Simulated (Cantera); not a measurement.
A Cantera script and what it prints.

```python
import numpy as np
import cantera as ct

gas_names = """
    Fe FeO Fe(OH)2 H HO2 H2 H2O H2O2 H2S H2SO4 O OH O2 O3 S SH SO SO2 SO3 S2 S2O S8
""".split()
cond_names = """
    Fe(a) Fe(c) Fe(d) Fe(L) FeO(s) FeO(L) Fe(OH)2(s) Fe(OH)3(s) FeS(a) FeS(b) FeS(c) FeS(L) FeSO4(s)
    FeS2(s) Fe2O3(s) Fe2S3O12(s) Fe3O4(s) H2O(s) H2O(L) H2SO4(L) S(cr1) S(cr2) S(L)
""".split()


# ... load() reads the species with a 1 bar reference pressure and builds the phases ...
atoms = {
    'Fe': {'Fe': 1},
    'SO2': {'S': 1, 'O': 2},
    'H2': {'H': 2},
}
top_T = {'FeSO4(s)': 950, 'FeS2(s)': 1010, 'Fe2O3(s)': 1830, 'Fe2S3O12(s)': 1100, 'Fe3O4(s)': 1870}  # K; cautious upper limits of use, not melting points


# ... equilibrate(T, P, feed) seeds the gas with the atoms and calls Mixture.equilibrate('TP', solver="vcs", rtol=1e-11, max_steps=5000) ...
results = []
feed = {'Fe': 1, 'SO2': 0.062, 'H2': 4.8}  # mol
P = 38  # Pa
for T in [1248, 1348, 1448, 1548, 1648, 1748, 1848, 1948]:
    mix = equilibrate(T, P, feed)
    results.append((T, P, feed, dict(zip(mix.species_names, mix.species_moles))))
    x = sorted(zip(gas.X, gas.species_names), reverse=True)
    print(f"T = {T:g} K  P = {P:g} Pa  gas = {mix.phase_moles(0):.4g} mol")
    print("   x: " + "  ".join(f"{s} {v:.3e}" for v, s in x if v > 1e-05))
    print("   condensed (mol): " + ("  ".join(f"{mix.phase(i).name} {mix.phase_moles(i):.4g}"
          for i in range(1, mix.n_phases) if mix.phase_moles(i) > 1e-12) or "none"))
```

It prints:

```
T = 1248 K  P = 38 Pa  gas = 4.802 mol
   x: H2 9.684e-01  H2O 2.582e-02  H2S 5.312e-03  S2 3.196e-04  SH 8.557e-05  H 2.358e-05
   condensed (mol): Fe(c) 0.967  FeS(c) 0.033
T = 1348 K  P = 38 Pa  gas = 4.813 mol
   x: H2 9.637e-01  H2O 2.576e-02  H2S 7.619e-03  S2 2.421e-03  SH 3.998e-04  H 1.165e-04  S 1.445e-05  Fe 1.073e-05
   condensed (mol): Fe(c) 0.9999
T = 1448 K  P = 38 Pa  gas = 4.82 mol
   x: H2 9.643e-01  H2O 2.570e-02  H2S 5.184e-03  S2 3.420e-03  SH 7.512e-04  H 4.643e-04  Fe 1.255e-04  S 6.535e-05  SO 1.836e-05
   condensed (mol): Fe(c) 0.9994
T = 1548 K  P = 38 Pa  gas = 4.832 mol
   x: H2 9.629e-01  H2O 2.559e-02  S2 3.958e-03  H2S 3.425e-03  H 1.550e-03  SH 1.203e-03  Fe 1.060e-03  S 2.253e-04  SO 5.484e-05
   condensed (mol): Fe(c) 0.9949
T = 1648 K  P = 38 Pa  gas = 4.872 mol
   x: H2 9.547e-01  H2O 2.528e-02  Fe 6.864e-03  H 4.463e-03  S2 4.005e-03  H2S 2.227e-03  SH 1.709e-03  S 6.313e-04  SO 1.354e-04  SO2 1.334e-05
   condensed (mol): Fe(c) 0.9666
T = 1748 K  P = 38 Pa  gas = 5.04 mol
   x: H2 9.201e-01  Fe 3.555e-02  H2O 2.425e-02  H 1.124e-02  S2 3.509e-03  SH 2.140e-03  S 1.465e-03  H2S 1.376e-03  SO 2.804e-04  SO2 2.222e-05  OH 1.729e-05
   condensed (mol): Fe(d) 0.8208
T = 1848 K  P = 38 Pa  gas = 5.775 mol
   x: H2 7.964e-01  Fe 1.500e-01  H 2.427e-02  H2O 2.084e-02  S 2.695e-03  S2 2.351e-03  SH 2.146e-03  H2S 6.958e-04  SO 4.651e-04  FeO 5.270e-05  OH 4.673e-05  SO2 3.032e-05
   condensed (mol): Fe(L) 0.1334
T = 1948 K  P = 38 Pa  gas = 5.996 mol
   x: H2 7.541e-01  Fe 1.667e-01  H 5.034e-02  H2O 1.972e-02  S 4.330e-03  SH 2.076e-03  S2 1.417e-03  SO 6.843e-04  H2S 3.779e-04  OH 1.191e-04  FeO 7.645e-05  SO2 3.767e-05
   condensed (mol): none
```

Method: chemical equilibrium by Gibbs-energy minimisation in Cantera with the NASA 1993 tables (ideal gas, pure condensed phases). Mutual solubility and eutectic melting of coexisting phases are not modelled. FeS: taken at fixed stoichiometry. Gases not in the tables: S3 to S7.
